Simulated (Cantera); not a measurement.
A closed system holds: 1 mol NF₃, 0.0034 mol SO₂, 0.73 mol O₂, equilibrated at 10.0 mbar.

Cantera equilibrium calculation (NASA polynomials, part measured and part estimated; ideal gas, pure solids and liquids). Candidate condensed phases: S; 35 gas species. The tables' values for SOF₂ are old estimates; treat these amounts as uncertain. Rates play no part. All values below are at 1552 °C.

Base state: F 0.708, O₂ 0.171, N₂ 0.117, NO 0.00157, SO₂ 0.000733, O 0.000636, F₂ 6.17e-5, SOF₂ 4.68e-5 (mole fractions); condensed: gas only.

Problem. What changes in the equilibrium state with this change: NF₃ replaced by H₂S?

Solution. 
```tsv
species	before	after
H₂O	0	0.370
SO₂	0.000733	0.217
H₂	0	0.197
F	0.708	0
S₂	<1e-9	0.149
N₂	0.117	0
O₂	0.171	1.63e-6
SO	4.63e-7	0.0444
SH	0	0.00799
H₂S	0	0.00756
S	<1e-9	0.00350
```
Further candidate phases: H₂O, H₂SO₄.
